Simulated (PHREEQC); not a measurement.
Solution (25 °C): 0.0027 mol/kgw NH4HF2, 0.0008 mol/kgw H2SiF6, 0.0015 mol/kgw HBF4 and 0.0037 mol/kgw H2SO4. Closed to the air; pH follows from the charge balance.

Computed with PHREEQC (ion-association model, phreeqc.dat).

Precipitation was switched off in this run.

Task: Order these B species by the share of B that they hold, largest first: BF2(OH)2-, BF4-, H3BO3, BF3OH-.

Result: BF4- (81 %), H3BO3 (12 %), BF3OH- (5.3 %), BF2(OH)2- (1.3 %)

The pH is 2.19 and the ionic strength 0.0131 mol/kgw. SiF6-2 is the database's only silicon fluoride. Real BF4- forms and hydrolyses slowly; the run takes it at equilibrium.
